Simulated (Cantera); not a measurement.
A Cantera script and what it prints.

```python
import numpy as np
import cantera as ct

gas_names = """
    CL CL2 H HCL H2 N NH NH2 NH3 N2 N2H2 N2H4 Si SiCL SiCL2 SiCL3 SiCL4 SiH SiHCL3 SiH2 SiH2CL2 SiH3
    SiH3CL SiH4 SiN Si2 Si2N Si3
""".split()
cond_names = """
    NH4CL(a) NH4CL(b) Si(cr) Si(L) Si3N4(a)
""".split()


# ... load() reads the species with a 1 bar reference pressure and builds the phases ...
atoms = {
    'Si3N4': {'Si': 3, 'N': 4},
    'HCl': {'H': 1, 'CL': 1},
    'N2': {'N': 2},
}
top_T = {'Si3N4(a)': 2400}  # K; cautious upper limits of use, not melting points


# ... equilibrate(T, P, feed) seeds the gas with the atoms and calls Mixture.equilibrate('TP', solver="vcs", rtol=1e-11, max_steps=5000) ...
results = []
feed = {'Si3N4': 1, 'HCl': 25, 'N2': 30}  # mol
P = 1600  # Pa
for T in [923, 1023, 1123, 1223, 1323, 1423, 1523, 1623]:
    mix = equilibrate(T, P, feed)
    results.append((T, P, feed, dict(zip(mix.species_names, mix.species_moles))))

top = {s: max(r[3][s] / sum(r[3][g] for g in gas_names) for r in results) for s in gas_names}
cols = sorted((s for s in top if top[s] > 0.0001), key=lambda s: -top[s])[:9]
seen = [c for c in cond_names if any(r[3].get(c, 0) > 1e-12 for r in results)]
print("log10 of partial pressures in bar; condensed amounts in mol")
print(f"{'T/K':>10s}" + "".join(f"{s[:9]:>10s}" for s in cols + seen))
for T, P, feed, n in results:
    ng = sum(n[g] for g in gas_names)
    print(f"{T:10.4g}" + "".join(f"{np.log10(max(n[s] / ng * P / 1e5, 1e-99)):10.3f}" for s in cols)
          + "".join(f"{n.get(c, 0):10.4g}" for c in seen))
```

It prints:

```
log10 of partial pressures in bar; condensed amounts in mol
       T/K        N2       HCL        H2     SiCL4     SiCL2     SiCL3    SiHCL3        CL         H  Si3N4(a)
       923    -2.025    -2.397    -2.771    -3.072    -8.792    -6.734    -5.894   -10.639   -10.997   0.04465
      1023    -2.027    -2.374    -2.801    -3.103    -7.245    -5.836    -5.603    -9.392    -9.784    0.1069
      1123    -2.029    -2.357    -2.826    -3.132    -5.980    -5.103    -5.367    -8.366    -8.784     0.153
      1223    -2.030    -2.345    -2.846    -3.168    -4.933    -4.501    -5.179    -7.509    -7.945    0.1753
      1323    -2.031    -2.343    -2.857    -3.239    -4.068    -4.022    -5.048    -6.791    -7.228    0.1287
      1423    -2.034    -2.339    -2.881    -3.442    -3.489    -3.764    -5.094    -6.163    -6.618         0
      1523    -2.040    -2.308    -2.959    -3.796    -3.281    -3.776    -5.397    -5.560    -6.116         0
      1623    -2.043    -2.291    -3.011    -4.226    -3.182    -3.888    -5.755    -5.050    -5.666         0
```

These are equilibrium values from Cantera (NASA tables, ideal gas, pure condensed phases), not measurements of a reactor. The tables' values for SiCl3 are old estimates; treat these amounts as uncertain.
